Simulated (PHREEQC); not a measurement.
Dissolve 0.19 mol NaH2PO4, 0.013 mol NaF and 0.026 mol KCl per kg of water at 25 °C. Closed to the air; pH follows from the charge balance.

The numbers come from PHREEQC with the ion-association model, phreeqc.dat.

Each row changes one thing in this solution. Precipitation was switched off in this run.

| case | pH | ionic strength (mol/kgw) | NaF (mol/kgw) | HF (mol/kgw) | HF2- (mol/kgw) | SI of Halite (NaCl) | SI of Sylvite (KCl) |
|---|---|---|---|---|---|---|---|
| as made | 4.49 | 0.229 | 0.000678 | 0.000380 | 1.72e-5 | -4.13 | -4.38 |
| temperature from 25 to 85 °C | 4.58 | 0.230 | 0.000595 | 0.000930 | 4.41e-5 | -4.21 | -4.66 |
| KCl from 0.026 to 0.0234 mol/kgw | 4.49 | 0.227 | 0.000680 | 0.000379 | 1.72e-5 | -4.18 | … |
| KCl from 0.026 to 0.0286 mol/kgw | 4.49 | 0.232 | 0.000676 | 0.000380 | 1.72e-5 | … | … |
| temperature from 25 to 80 °C | 4.57 | 0.230 | 0.000604 | 0.000861 | 4.17e-5 | -4.20 | -4.64 |
| NaH2PO4 left out | 7.58 | 0.0389 | 6.62e-5 | 4.16e-7 | … | -5.20 | -4.23 |
| KCl from 0.026 to 0.0052 mol/kgw | 4.50 | 0.208 | 0.000692 | 0.000377 | 1.71e-5 | -4.82 | -5.76 |

Question: What belongs in the gaps?

Answer: 
- KCl from 0.026 to 0.0234 mol/kgw, SI of Sylvite (KCl): -4.47
- KCl from 0.026 to 0.0286 mol/kgw, SI of Halite (NaCl): -4.09
- KCl from 0.026 to 0.0286 mol/kgw, SI of Sylvite (KCl): -4.29
- NaH2PO4 left out, HF2- (mol/kgw): 2.06e-8

Complexes and solids missing from the database can't appear. At this temperature some constants are extrapolated from 25 °C, and those without enthalpy data are left unchanged.
